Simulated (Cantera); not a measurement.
A freely propagating, adiabatic, planar premixed flame of H2 : O2 : N2 : H2O = 1 : 0.862 : 3.24 : 1.2 (molar parts), equivalence ratio 0.58, unburnt at 475 K and 128 Torr; mixture-averaged transport, grid criteria slope 0.08 and curve 0.16, no radiation.

Cantera simulation using the H2/O2 subset of GRI-Mech 3.0, which has no nitrogen chemistry; the numbers are that mechanism's predictions, not measurements. Burning velocities carry a grid error of a few per cent, more on coarse grids. Lean hydrogen flames are cellular in practice and burn faster than this planar one.

Question: Predict: laminar burning velocity; thermal thickness; peak x(H); peak x(O); peak x(H2O2).

Answer: 
* **laminar burning velocity**: 134 cm/s
* **thermal thickness**: 3.42 mm
* **peak x(H)**: 0.0107
* **peak x(O)**: 0.00412
* **peak x(H2O2)**: 2.20e-5
